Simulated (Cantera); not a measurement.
Mixture: CH4 : C2H6 : O2 : N2 = 1 : 0.065 : 2.75 : 10.3 (molar parts), equivalence ratio 0.81, at 0.560 bar, adiabatic and at constant pressure. Ignition delay is the time to a rise of 400 K.

Model: GRI-Mech 3.0 (53 species, 325 reactions), integrated in Cantera.

### Question
What does this change do: 0.069 parts H2 added?

### Answer
| quantity | before | after |
|---|---|---|
| delay at 1075 K | 70.5 ms | 35.3 ms |
| delay at 1225 K | 9.97 ms | 6.16 ms |
| delay at 1375 K | 1.74 ms | 1.32 ms |
| delay at 1525 K | 0.399 ms | 0.344 ms |
| apparent activation energy between 1450 and 1600 K | 170 kJ/mol | 150 kJ/mol |

### Question
What does this change do: C2H6 0.065 to 0.11 parts?

### Answer
```json
[
 {"quantity": "delay at 1075 K", "before": "70.5 ms", "after": "39.4 ms"},
 {"quantity": "delay at 1225 K", "before": "9.97 ms", "after": "5.30 ms"},
 {"quantity": "delay at 1375 K", "before": "1.74 ms", "after": "1.11 ms"},
 {"quantity": "delay at 1525 K", "before": "0.399 ms", "after": "0.295 ms"},
 {"quantity": "apparent activation energy between 1450 and 1600 K", "before": "170 kJ/mol", "after": "150 kJ/mol"}
]
```
